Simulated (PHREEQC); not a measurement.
A made-up water analysis in mg/L, 75 °C, pH 8.48, pe 10:

```
constituent               mg/L
-----------------------  -----
Na                        10.8
K                         36.5
Ca                          33
Mg                       0.494
Cl                        12.2
S(6) as SO4               3.63
Alkalinity as HCO3         164
Cd                       0.163
O(0) (dissolved oxygen)  0.015
Pb                        17.3
```

Na is adjusted to close the charge balance.
Valence states are taken as typed.

Equilibrium calculation in PHREEQC: ion-association model, phreeqc.dat.

No solid was allowed to form.

Estimate the ionic strength, specific conductance.

ionic strength 0.00338 mol/kgw; specific conductance 677 µS/cm.

In which forms is Ca present?

Ca+2 79 %, CaCO3 18 %, CaHCO3+ 2.2 % of the Ca.

The solution is supersaturated, for example in Pb(OH)2, Otavite, so a real one may precipitate; this is no full list. Species that the database lacks are ignored. Constants without temperature data keep their 25 °C values here.
